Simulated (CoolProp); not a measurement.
A single-stage vapour-compression cycle with carbonyl sulfide: evaporating at 221.15 K (dew point), condensing at 290.15 K (bubble point), superheat 2 K, subcooling 0 K, compressor efficiency 0.75, no pressure losses. Each further row changes one setting.

Values from CoolProp's reference Helmholtz-energy equation of state, Lemmon 2006. It is a short technical equation, of lower accuracy than the large ones.

```tsv
case	cooling COP	pressure ratio	discharge temperature (K)	refrigerating effect (kJ/kg)	volumetric capacity (kJ/m³)
as stated	1.80	11.2	409.1	226	697
evaporating temperature 226.15 K	(withheld)	(withheld)	396.2	228	872
condensing temperature 285.15 K	1.99	(withheld)	(withheld)	232	(withheld)
subcooling 5 K	1.86	11.2	409.1	232	717
superheat 12 K	1.78	11.2	424.1	232	684
compressor efficiency 0.65	(withheld)	11.2	432.8	226	697
```

### Question
Some entries are withheld; supply them.

### Answer

- evaporating temperature 226.15 K, cooling COP: 2.03
- evaporating temperature 226.15 K, pressure ratio: 8.93
- condensing temperature 285.15 K, pressure ratio: 9.84
- condensing temperature 285.15 K, discharge temperature (K): 397.2
- condensing temperature 285.15 K, volumetric capacity (kJ/m³): 718
- compressor efficiency 0.65, cooling COP: 1.56
